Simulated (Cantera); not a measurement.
Feed: 1 mol Hg, 23 mol H2, 1.6 mol O2, held at 1330 Pa.

Cantera equilibrium calculation (NASA polynomials, part measured and part estimated; ideal gas, pure solids and liquids). Candidate condensed phases: H2O, Hg, HgO; 10 gas species. The numbers say what is thermodynamically allowed, not how fast it happens. All values below are at 948 K.

Base state: H2 0.825, H2O 0.133, Hg 0.0417 (mole fractions); condensed: gas only.

### Question
What changes in the equilibrium state with this change: O2 from 1.6 to 0.11 mol?

### Answer
| species | before | after |
|---|---|---|
| H2 | 0.825 | 0.949 |
| Hg | 0.0417 | 0.0417 |
| H2O | 0.133 | 0.00917 |
